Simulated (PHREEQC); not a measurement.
Hard or scaling water: an equilibrium model

Dissolve 0.0037 mol/kgw MgCl2, 5e-06 mol/kgw CO2 and 0.0016 mol/kgw MgSO4 at 20 °C. Closed to the air; pH follows from the charge balance.

All values are PHREEQC results (Pitzer model, pitzer.dat), not measurements.

- pH: 5.92
- ionic strength: 0.0175 mol/kgw
- specific conductance: 1070 µS/cm
- osmotic coefficient: 0.896

| species | molality | activity | log γ |
|---|---|---|---|
| Cl- | 0.00740 | 0.00648 | -0.057 |
| Mg+2 | 0.00530 | 0.00312 | -0.230 |
| SO4-2 | 0.00160 | 0.000817 | -0.292 |
| CO2 | 3.55e-6 | 3.56e-6 | 0.001 |
| HCO3- | 1.45e-6 | 1.26e-6 | -0.061 |
| H+ | 1.37e-6 | 1.20e-6 | -0.056 |
| HSO4- | 9.29e-8 | 8.15e-8 | -0.057 |
| OH- | 6.62e-9 | 5.69e-9 | -0.066 |
| MgOH+ | 2.91e-9 | 2.59e-9 | -0.051 |

This is a speciation only: nothing precipitates in the calculation.
